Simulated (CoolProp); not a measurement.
Properties of CHF3 (R23) along the isobar 124 bar.

Computed with CoolProp (reference Helmholtz-energy equation of state, Penoncello 2003).

```csv
T (°C),phase,density (kg/m³),Joule-Thomson coefficient (K/MPa),fugacity coefficient
-32.35,liquid,1291,-0.1466,0.08762
-12.85,liquid,1208,-0.01874,0.1485
6.65,liquid,1114,0.1850,0.2268
26.15,supercritical,1003,0.5338,0.3184
45.65,supercritical,867.6,1.177,0.4164
65.25,supercritical,701.3,2.283,0.5121
84.75,supercritical,543.9,3.331,0.5954
104.25,supercritical,438.1,3.698,0.6641
123.75,supercritical,371.9,3.615,0.7205
143.25,supercritical,327.3,3.366,0.7672
162.85,supercritical,294.8,3.075,0.8066
182.35,supercritical,269.9,2.791,0.8397
201.85,supercritical,250.1,2.527,0.8677
```
